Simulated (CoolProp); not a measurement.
Vapour-liquid equilibrium of dimethyl ether (1) + isobutane (2) at -64.65 °C; x and y are mole fractions of (1).

Model: multi-fluid Helmholtz-energy mixture model, Wu 2011 and Bücker 2006; pair parameters Bell 2016, in CoolProp.

| x | bubble pressure, mixture model (bar) | bubble pressure, Raoult's law (bar) | y, mixture model | y, Raoult's law |
|---|---|---|---|---|
| 0.05 | 0.07817 | 0.07132 | 0.163 | 0.085 |
| 0.15 | 0.09287 | 0.07651 | 0.359 | 0.237 |
| 0.25 | 0.1033 | 0.08171 | 0.475 | 0.369 |
| 0.35 | 0.1108 | 0.08691 | 0.554 | 0.486 |
| 0.45 | 0.1161 | 0.09211 | 0.615 | 0.590 |
| 0.55 | 0.1200 | 0.09730 | 0.668 | 0.682 |
| 0.65 | 0.1227 | 0.1025 | 0.718 | 0.765 |
| 0.75 | 0.1243 | 0.1077 | 0.774 | 0.840 |
| 0.85 | 0.1246 | 0.1129 | 0.842 | 0.909 |
| 0.95 | 0.1228 | 0.1181 | 0.936 | 0.971 |

The largest gap from Raoult's law is +27.5 % in bubble pressure, at x = 0.35. y crosses x between x = 0.75 and 0.85: the model has an azeotrope there.

The pair parameters rest on a limited set of measurements; away from them the model extrapolates.
